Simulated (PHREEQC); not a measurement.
Consider water at 60 °C with 1.4 mmol/kgw Al2(SO4)3, 0.6 mmol/kgw NaF and 1.6 mmol/kgw NaCl. Closed to the air; pH follows from the charge balance.

Equilibrium calculation in PHREEQC: ion-association model, phreeqc.dat.

```json
[
 {"quantity": "pH", "before": "3.77", "after": "3.78"},
 {"quantity": "ionic strength (mol/kgw)", "before": "0.0111", "after": "0.00954"},
 {"quantity": "SO4-2 (mol/kgw)", "before": "0.00244", "after": "0.00242"},
 {"quantity": "HSO4- (mol/kgw)", "before": "6.71e-5", "after": "6.76e-5"},
 {"quantity": "NaSO4- (mol/kgw)", "before": "2.06e-5", "after": "7.28e-6"}
]
```

### Question
What was changed between the two runs?
(A) Al2(SO4)3 replaced by MgSO4 at the same molality
(B) temperature from 60 to 85 °C
(C) NaCl left out
(D) NaCl from 0.0016 to 0.00016 mol/kgw
(E) Al2(SO4)3 from 0.0014 to 0.014 mol/kgw

### Answer
D, NaCl from 0.0016 to 0.00016 mol/kgw

No solid was allowed to form. Some of these states are supersaturated (in Gibbsite (slow to form), for instance). At this temperature some constants are extrapolated from 25 °C, and those without enthalpy data are left unchanged. Fluoro complexes past AlF4- and FeF3 are missing from the database.
